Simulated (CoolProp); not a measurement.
Dodecamethylcyclohexasiloxane (D6) at several states: Z from the reference equation and from simpler models built on Tc = 372.6 °C, pc = 9.614 bar, ω = 0.736; each cubic takes its own stable root.

Computed with CoolProp (reference Helmholtz-energy equation of state, Colonna 2008). It is a short technical equation, of lower accuracy than the large ones.

```tsv
T (°C)	p (bar)	phase	reference	van der Waals	Soave-Redlich-Kwong	Peng-Robinson
322.95	32.3	liquid	0.4600	___	___	___
230.15	52.5	liquid	0.7291	1.127	0.7731	0.6889
258.75	13.4	liquid	0.1930	0.3132	___	0.1828
203.65	1.88	liquid	0.02766	___	0.02983	0.02642
166.95	15.1	liquid	0.2252	0.3800	0.2441	___
```

Question: Complete the blanks.

Answer: 
- 322.95, van der Waals: 0.6649
- 322.95, Soave-Redlich-Kwong: 0.4855
- 322.95, Peng-Robinson: 0.4329
- 258.75, Soave-Redlich-Kwong: 0.2063
- 203.65, van der Waals: 0.8648
- 166.95, Peng-Robinson: 0.2170

At some of these states van der Waals gives the other phase, because its saturation line lies elsewhere.
